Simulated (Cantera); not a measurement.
A closed system holds: 1 mol CH3SiH3, 0.028 mol CH4, 24 mol H2, 2.2 mol HCl, held at 7.50 Torr.

Method: chemical equilibrium by Gibbs-energy minimisation in Cantera with the NASA 1993 tables (ideal gas, pure condensed phases). Candidate condensed phases: C, C6H6, C7H8, C8H18, Si, SiC; 109 gas species. The feed counts by its element totals alone. Gases not in the tables: Si2H6 and higher silanes. Equilibrium is a limit: real reactors are often held back by kinetics, nucleation or transport.

**Question.** Which condensed phases are stable at each of these points (T (K)): 1698, 1773, 1848, 1923, 1998, 2073, 2148, 2223, 2298, 2373, 2448, 2523, 2598?

**Answer.** 
| T (K) | condensed phases | Si condensed (%) |
|---|---|---|
| 1698 | C(graphite) + SiC(s) | 99.1 |
| 1773 | C(graphite) + SiC(s) | 98.8 |
| 1848 | C(graphite) + SiC(s) | 98.4 |
| 1923 | C(graphite) + SiC(s) | 97.9 |
| 1998 | C(graphite) + SiC(s) | 96.8 |
| 2073 | C(graphite) + SiC(s) | 94.5 |
| 2148 | C(graphite) + SiC(s) | 88.9 |
| 2223 | C(graphite) + SiC(s) | 74.7 |
| 2298 | C(graphite) + SiC(s) | 39.1 |
| 2373 | C(graphite) | 0.0 |
| 2448 | C(graphite) | 0.0 |
| 2523 | C(graphite) | 0.0 |
| 2598 | gas only | 0.0 |

From 1698 K to 2298 K the condensed part is C(graphite) + SiC(s). From 2373 K to 2523 K the condensed part is C(graphite). At 2598 K nothing is condensed.
